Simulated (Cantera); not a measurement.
What does this Cantera script print?

```python
import numpy as np
import cantera as ct

surf = ct.Interface("ptcombust.yaml", "Pt_surf")
gas = surf.adjacent["gas"]
gas.TPX = 300, 6300, {'CH4': 0.069, 'O2': 0.15, 'N2': 0.79}
jet = ct.ImpingingJet(gas=gas, width=0.067, surface=surf)
jet.inlet.mdot, jet.inlet.T, jet.inlet.X = 0.17, 300, {'CH4': 0.069, 'O2': 0.15, 'N2': 0.79}
jet.set_refine_criteria(ratio=10, slope=0.2, curve=0.3)
show, cover = ['CH4', 'O2', 'H2O', 'OH', 'CO', 'CO2'], ["PT(S)", "H(S)", "O(S)", "OH(S)", "CO(S)", "C(S)"]

rows = []
print(f"{'Ts/K':>7s}" + "".join(f"{s:>11s}" for s in show + cover) + "   (gas at the wall, coverages)")
for i, Ts in enumerate([850, 900, 950, 1000, 1050, 1100]):
    jet.surface.T = Ts
    if i == 0:
        surf.TP = Ts, 6300
        surf.coverages = "PT(S):0.5, O(S):0.5"
        surf.advance_coverages(1.0)
        jet.set_initial_guess(products="inlet")
    jet.solve(loglevel=0, auto=(i == 0))
    rows.append([*(jet.X[gas.species_index(s), -1] for s in show), *surf[cover].coverages])
    print(f"{Ts:7g}" + "".join(f"{x:11.3e}" for x in rows[-1]))
```

Result:

```
   Ts/K        CH4         O2        H2O         OH         CO        CO2      PT(S)       H(S)       O(S)      OH(S)      CO(S)       C(S)   (gas at the wall, coverages)
    850  6.024e-02  1.310e-01  1.544e-02  9.092e-09  1.660e-05  1.010e-02  1.527e-01  2.415e-08  8.463e-01  9.422e-04  2.340e-05  5.980e-08
    900  5.201e-02  1.133e-01  3.089e-02  3.928e-08  2.094e-05  2.029e-02  2.236e-01  8.681e-08  7.752e-01  1.229e-03  2.258e-05  8.036e-08
    950  4.211e-02  9.211e-02  4.932e-02  1.282e-07  2.418e-05  3.254e-02  3.049e-01  2.457e-07  6.937e-01  1.398e-03  1.939e-05  9.282e-08
   1000  3.284e-02  7.239e-02  6.642e-02  3.642e-07  2.657e-05  4.399e-02  3.920e-01  5.760e-07  6.065e-01  1.431e-03  1.547e-05  9.671e-08
   1050  2.552e-02  5.692e-02  7.979e-02  8.839e-07  2.891e-05  5.300e-02  4.801e-01  1.171e-06  5.186e-01  1.357e-03  1.198e-05  9.539e-08
   1100  2.028e-02  4.592e-02  8.925e-02  1.918e-06  3.202e-05  5.941e-02  5.639e-01  2.132e-06  4.349e-01  1.222e-03  9.299e-06  9.222e-08
```

Cantera simulation using Deutschmann's 1995 Pt surface mechanism with GRI-Mech 3.0 gas chemistry; the numbers are that mechanism's predictions, not measurements. Catalytic surfaces can have several steady states; this one follows from the mechanism file's or the stated starting coverage.
